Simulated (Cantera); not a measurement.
Standard-state values (1 bar) from the NASA 1993 polynomials, evaluated with Cantera. Values are per mole of reaction as written; species without (g) are pure solids or liquids, kept so even where they would boil at 1 bar.

2 NaCl + H₂(g) = 2 Na(g) + 2 HCl(g)

```json
[
 {"T (K)": "300", "ΔH° (kJ)": "…", "ΔS° (J/K)": "…", "ΔG° (kJ)": "…", "log10 K": "…", "condensed phases": "NaCl(s)"},
 {"T (K)": "1373", "ΔH° (kJ)": "743.9", "ΔS° (J/K)": "286.9", "ΔG° (kJ)": "350.1", "log10 K": "-13.32", "condensed phases": "NaCl(l)"},
 {"T (K)": "1523", "ΔH° (kJ)": "735.3", "ΔS° (J/K)": "280.9", "ΔG° (kJ)": "307.5", "log10 K": "-10.55", "condensed phases": "NaCl(l)"},
 {"T (K)": "1673", "ΔH° (kJ)": "726.9", "ΔS° (J/K)": "275.6", "ΔG° (kJ)": "265.8", "log10 K": "-8.30", "condensed phases": "NaCl(l)"},
 {"T (K)": "1823", "ΔH° (kJ)": "718.7", "ΔS° (J/K)": "270.9", "ΔG° (kJ)": "224.8", "log10 K": "-6.44", "condensed phases": "NaCl(l)"},
 {"T (K)": "1973", "ΔH° (kJ)": "…", "ΔS° (J/K)": "…", "ΔG° (kJ)": "…", "log10 K": "…", "condensed phases": "NaCl(l)"},
 {"T (K)": "2123", "ΔH° (kJ)": "…", "ΔS° (J/K)": "…", "ΔG° (kJ)": "…", "log10 K": "…", "condensed phases": "NaCl(l)"},
 {"T (K)": "2273", "ΔH° (kJ)": "…", "ΔS° (J/K)": "…", "ΔG° (kJ)": "…", "log10 K": "…", "condensed phases": "NaCl(l)"}
]
```

What belongs in the gaps?


- 300, ΔH° (kJ): 852.2
- 300, ΔS° (J/K): 406.1
- 300, ΔG° (kJ): 730.3
- 300, log10 K: -127.16
- 1973, ΔH° (kJ): 710.6
- 1973, ΔS° (J/K): 266.7
- 1973, ΔG° (kJ): 184.5
- 1973, log10 K: -4.88
- 2123, ΔH° (kJ): 702.6
- 2123, ΔS° (J/K): 262.8
- 2123, ΔG° (kJ): 144.8
- 2123, log10 K: -3.56
- 2273, ΔH° (kJ): 694.6
- 2273, ΔS° (J/K): 259.1
- 2273, ΔG° (kJ): 105.6
- 2273, log10 K: -2.43
